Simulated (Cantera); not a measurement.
**Low-pressure radical oxidation in H2/O2**

An isothermal, constant-pressure homogeneous reactor starts with 1.86 % H₂, 98.1 % O₂, equivalence ratio 0.0095, at 1323 K and 0.00330 bar.

Computed with Cantera and the H2/O2 subset of GRI-Mech 3.0, which has no nitrogen chemistry. Radical loss at walls, strong at low pressure, is not modelled.

| t (s) | x H₂ | x O₂ | x OH | x H₂O | x O |
|---|---|---|---|---|---|
| 1.00e-5 | 0.0186 | 0.981 | 1.60e-11 | <1e-12 | 1.60e-11 |
| 2.74e-5 | 0.0186 | 0.981 | 1.13e-10 | 1.79e-12 | 1.14e-10 |
| 7.53e-5 | 0.0186 | 0.981 | 7.30e-10 | 3.30e-11 | 7.41e-10 |
| 0.000207 | 0.0186 | 0.981 | 3.91e-9 | 5.21e-10 | 4.09e-9 |
| 0.000567 | 0.0186 | 0.981 | 1.74e-8 | 6.74e-9 | 1.95e-8 |
| 0.00156 | 0.0186 | 0.981 | 9.77e-8 | 9.12e-8 | 1.20e-7 |
| 0.00427 | 0.0186 | 0.981 | 2.49e-6 | 3.60e-6 | 3.19e-6 |
| 0.0117 | 0.00947 | 0.973 | 0.00329 | 0.00700 | 0.00592 |
| 0.0321 | 0.000135 | 0.964 | 0.00202 | 0.0170 | 0.0157 |
| 0.0882 | 0.000132 | 0.964 | 0.00199 | 0.0170 | 0.0154 |
| 0.242 | 0.000125 | 0.965 | 0.00194 | 0.0171 | 0.0145 |
| 0.664 | 0.000109 | 0.968 | 0.00181 | 0.0173 | 0.0125 |
| 1.82 | 7.70e-5 | 0.972 | 0.00153 | 0.0177 | 0.00867 |
| 5.00 | 3.63e-5 | 0.977 | 0.00105 | 0.0181 | 0.00400 |
x: mole fraction; the columns are a selection and need not sum to one.

Equilibrium at this temperature and pressure: H₂ 4.31e-8, O₂ 0.981, OH 3.64e-5, H₂O 0.0188, O 4.62e-6 (gas phase only).
